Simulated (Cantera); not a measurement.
A Cantera script and what it prints.

```python
import numpy as np
import cantera as ct

gas_names = """
    C CH CH2 CH3 CH2OH CH3O CH4 CH3OH CO CO2 COOH C2 C2H CHCO,ketyl C2H2,acetylene C2H2,vinylidene
    CH2CO,ketene C2H3,vinyl CH3CO,acetyl C2H4 C2H4O,ethylen CH3CHO,ethanal CH3COOH (HCOOH)2 C2H5 C2H6
    CH3OCH3 C2H5OH C2O C3 C3H3,propargyl C3H4,allene C3H4,propyne C3H4,cyclo- C3H5,allyl C3H6,propylene
    C3H6,cyclo- C3H6O C3H7,n-propyl C3H7,i-propyl C3H8 C3H8O,1propanol C3H8O,2propanol C3O2 C4 C4H2
    C4H4,1,3-cyclo- C4H6,butadiene C4H6,2-butyne C4H6,cyclo- C4H8,1-butene C4H8,cis2-buten
    C4H8,tr2-butene C4H8,isobutene C4H8,cyclo- (CH3COOH)2 C4H9,n-butyl C4H9,i-butyl C4H9,s-butyl
    C4H9,t-butyl C4H10,isobutane C4H10,n-butane C5 C5H6,1,3cyclo- C5H8,cyclo- C5H10,1-pentene
    C5H10,cyclo- C5H11,pentyl C5H11,t-pentyl C5H12,n-pentane C5H12,i-pentane CH3C(CH3)2CH3 C6H2
    C6H5,phenyl C6H5O,phenoxy C6H6 C6H5OH,phenol C6H10,cyclo- C6H12,1-hexene C6H12,cyclo- C6H13,n-hexyl
    C7H7,benzyl C7H8 C7H8O,cresol C7H14,1-heptene C7H15,n-heptyl C7H16,n-heptane C8H8,styrene
    C8H10,ethylbenz C8H16,1-octene C8H17,n-octyl C8H18,isooctane C8H18,n-octane C9H19,n-nonyl
    C10H8,naphthale C10H21,n-decyl C12H9,o-bipheny C12H10,bipheny H HCO HO2 H2 HCHO,formaldehy HCOOH H2O
    H2O2 O OH O2 O3
""".split()
cond_names = """
    C(gr) C6H6(L) C7H8(L) C8H18(L),n-octa H2O(s) H2O(L)
""".split()


def load(file, names, dense=False):
    # The tables refer to 1 bar. Condensed volumes are neglected.
    table = {s.name: s for s in ct.Species.list_from_file(file)}
    out = []
    for n in names:
        d = dict(table[n].input_data)
        d["thermo"] = dict(d["thermo"], **{"reference-pressure": 1e5})
        if dense:
            d["equation-of-state"] = {"model": "constant-volume", "density": "1e6 g/cm^3"}
        out.append(ct.Species.from_dict(d))
    return out


gas = ct.Solution(thermo="ideal-gas", species=load("nasa_gas.yaml", gas_names))
cond = {s.name: ct.Solution(thermo="fixed-stoichiometry", species=[s], name=s.name)
        for s in load("nasa_condensed.yaml", cond_names, dense=True)}
atoms = {
    'C2H4': {'C': 2, 'H': 4},
    'O2': {'O': 2},
}
top_T = {'C(gr)': 4500}  # K; cautious upper limits of use, not melting points


def equilibrate(T, P, feed):
    n = {}
    for name, mol in feed.items():
        for a, k in atoms[name].items():
            n[a] = n.get(a, 0.0) + k * mol
    gas.TPX = T, P, n
    mass = sum(n.values()) * gas.mean_molecular_weight
    gas.equilibrate("TP")
    valid = [c for c in cond.values() if c.min_temp <= T <= top_T.get(c.name, c.max_temp)]
    mix = ct.Mixture([(gas, mass / gas.mean_molecular_weight)] + [(c, 0.0) for c in valid])
    mix.T, mix.P = T, P
    mix.equilibrate("TP", solver="vcs", rtol=1e-11, max_steps=5000)
    return mix


results = []
feed = {'C2H4': 1, 'O2': 0.037}  # mol
T = 550  # K
P = 10000  # Pa
mix = equilibrate(T, P, feed)
results.append((T, P, feed, dict(zip(mix.species_names, mix.species_moles))))
x = sorted(zip(gas.X, gas.species_names), reverse=True)
print(f"T = {T:g} K  P = {P:g} Pa  gas = {mix.phase_moles(0):.4g} mol")
print("   x: " + "  ".join(f"{s} {v:.3e}" for v, s in x if v > 1e-05))
print("   condensed (mol): " + ("  ".join(f"{mix.phase(i).name} {mix.phase_moles(i):.4g}"
      for i in range(1, mix.n_phases) if mix.phase_moles(i) > 1e-12) or "none"))
```

It prints:

```
T = 550 K  P = 10000 Pa  gas = 1.113 mol
   x: CH4 7.969e-01  H2 1.372e-01  H2O 6.534e-02  CO2 5.540e-04  CO 2.017e-05
   condensed (mol): C(gr) 1.112
```

Equilibrium computed with Cantera from the NASA thermochemical tables; the gas is ideal and each condensed phase is pure.
